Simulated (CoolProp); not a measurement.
R407C at 293.15 K and 0.267 MPa is throttled through a valve to 0.0182 MPa with no heat exchange. Each further row changes one setting.

Computed with CoolProp (reference Helmholtz-energy equation of state, Lemmon 2003). It is a pseudo-pure fit of the blend.

```json
[
 {"case": "as stated", "temperature change (K)": "-5.6", "final density (kg/m³)": "…"},
 {"case": "outlet pressure 0.00546 MPa", "temperature change (K)": "…", "final density (kg/m³)": "…"},
 {"case": "outlet pressure 0.0237 MPa", "temperature change (K)": "…", "final density (kg/m³)": "…"}
]
```

### Question
Fill in the missing entries.

### Answer

- as stated, final density (kg/m³): 0.658
- outlet pressure 0.00546 MPa, temperature change (K): -5.9
- outlet pressure 0.00546 MPa, final density (kg/m³): 0.197
- outlet pressure 0.0237 MPa, temperature change (K): -5.5
- outlet pressure 0.0237 MPa, final density (kg/m³): 0.858
